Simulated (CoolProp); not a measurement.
Vapour-liquid equilibrium of dimethyl ether (1) + chloromethane (R40) (2) at -30.65 °C; x and y are mole fractions of (1).

Values from CoolProp's multi-fluid Helmholtz-energy mixture model, Wu 2011 and Thol 2014; pair parameters Bell 2016.

```json
[
 {"x": "0.05", "bubble pressure, mixture model (bar)": "0.7436", "bubble pressure, Raoult's law (bar)": "0.7524", "y, mixture model": "0.042", "y, Raoult's law": "0.052"},
 {"x": "0.2", "bubble pressure, mixture model (bar)": "0.7259", "bubble pressure, Raoult's law (bar)": "0.7566", "y, mixture model": "0.181", "y, Raoult's law": "0.206"},
 {"x": "0.35", "bubble pressure, mixture model (bar)": "0.7158", "bubble pressure, Raoult's law (bar)": "0.7609", "y, mixture model": "?", "y, Raoult's law": "0.358"},
 {"x": "0.5", "bubble pressure, mixture model (bar)": "0.7148", "bubble pressure, Raoult's law (bar)": "0.7651", "y, mixture model": "?", "y, Raoult's law": "0.509"},
 {"x": "0.65", "bubble pressure, mixture model (bar)": "0.7236", "bubble pressure, Raoult's law (bar)": "0.7694", "y, mixture model": "0.675", "y, Raoult's law": "0.658"},
 {"x": "0.8", "bubble pressure, mixture model (bar)": "?", "bubble pressure, Raoult's law (bar)": "0.7736", "y, mixture model": "0.829", "y, Raoult's law": "0.806"},
 {"x": "0.95", "bubble pressure, mixture model (bar)": "?", "bubble pressure, Raoult's law (bar)": "0.7779", "y, mixture model": "?", "y, Raoult's law": "0.952"}
]
```

Task: What belongs in the gaps?

Result: 
- 0.35, y, mixture model: 0.339
- 0.5, y, mixture model: 0.508
- 0.8, bubble pressure, mixture model (bar): 0.7421
- 0.95, bubble pressure, mixture model (bar): 0.7689
- 0.95, y, mixture model: 0.962

The largest gap from Raoult's law is -6.6 % in bubble pressure, at x = 0.5. y crosses x between x = 0.35 and 0.5: the model has an azeotrope there.

Pair parameters are fitted to limited data, so mixtures are less certain than the pure fluids.
